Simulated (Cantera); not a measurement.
Diamond growth

A diamond (100) surface in a fixed gas of H2 with x(CH4) = 0.029, x(H) = 0.043, at 1200 K, 120 Torr; coverages are run to steady state.

Detailed kinetics in Cantera: the Harris–Goodwin 1993 mechanism for the reconstructed diamond (100) surface.

```csv
x(CH3),growth (µm/h),θ c6HH,θ c6H*,θ c6*H,θ c6**,θ c6HM
1e-06,0.162,0.437,0.0400,0.491,0.0315,5.57e-6
2.6e-06,0.422,0.437,0.0400,0.491,0.0315,1.45e-5
6.6e-06,1.07,0.437,0.0400,0.491,0.0315,3.68e-5
1.7e-05,2.76,0.437,0.0400,0.491,0.0315,9.47e-5
4.4e-05,7.14,0.437,0.0400,0.491,0.0315,0.000245
0.00011,17.8,0.437,0.0399,0.491,0.0314,0.000612
0.00029,46.9,0.436,0.0399,0.490,0.0314,0.00161
0.00075,121,0.434,0.0397,0.488,0.0311,0.00414
0.0019,301,0.430,0.0392,0.482,0.0306,0.0104
```
θ: site fractions in the mechanism's names (c6HH fully hydrogenated, c6H* and c6*H radical sites, c6** diradical, c6HM methylated).
